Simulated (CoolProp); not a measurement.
Vapour-liquid equilibrium of R152A (1) + isobutane (2) at 314.4 K; x and y are mole fractions of (1).

Values from CoolProp's multi-fluid Helmholtz-energy mixture model, Outcalt 1996 and Bücker 2006; pair parameters Bell 2016.

```
x      bubble pressure (bar)  y at the bubble point  dew pressure at overall composition x (bar)  liquid density (mol/L)
-----  ---------------------  ---------------------  -------------------------------------------  ----------------------
0.05                       …                  0.151                                        5.734                   9.201
0.125                  7.290                  0.300                                        6.141                   9.345
0.2                    8.083                      …                                        6.597                   9.501
0.275                  8.705                  0.472                                        7.108                       …
0.35                   9.189                  0.529                                        7.677                       …
0.425                  9.562                  0.576                                        8.297                       …
0.5                    9.846                  0.617                                        8.944                   10.31
0.575                  10.05                  0.655                                        9.557                   10.58
0.65                   10.19                  0.694                                        10.03                   10.89
0.725                  10.26                  0.735                                        10.25                   11.24
0.8                    10.24                  0.782                                        10.21                   11.64
0.875                  10.10                  0.842                                        9.984                       …
0.95                   9.774                      …                                        9.652                   12.59
```

Question: Some entries are withheld; supply them.

Answer: 
- 0.05, bubble pressure (bar): 6.291
- 0.2, y at the bubble point: 0.400
- 0.275, liquid density (mol/L): 9.672
- 0.35, liquid density (mol/L): 9.860
- 0.425, liquid density (mol/L): 10.07
- 0.875, liquid density (mol/L): 12.09
- 0.95, y at the bubble point: 0.924

y crosses x between x = 0.725 and 0.8: the model has an azeotrope there.

The pair parameters rest on a limited set of measurements; away from them the model extrapolates.
